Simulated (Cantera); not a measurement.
# Thermodynamics of calcination and drying, feed CsOH + H2

Feed: 1 mol CsOH, 2.5 mol H2, held at 1027 °C and 18.0 mbar.

These are equilibrium values from Cantera (NASA tables, ideal gas, pure condensed phases), not measurements of a reactor. Candidate condensed phases: Cs, CsOH, H2O; 15 gas species. Equilibrium is a limit: real reactors are often held back by kinetics, nucleation or transport.

```
Quantity                                Value
----------------------------------  ---------
x(H2)                                   0.616
x(CsOH)                                 0.155
x(H2O)                                  0.114
x(Cs)                                   0.114
x(Cs2(OH)2)                           2.03e-5
x(H)                                  6.47e-6
x(Cs2)                                3.94e-6
gas amount                          3.712 mol
log10 activity of CsOH(l) (absent)      -2.71
log10 activity of Cs(l) (absent)        -3.68
```
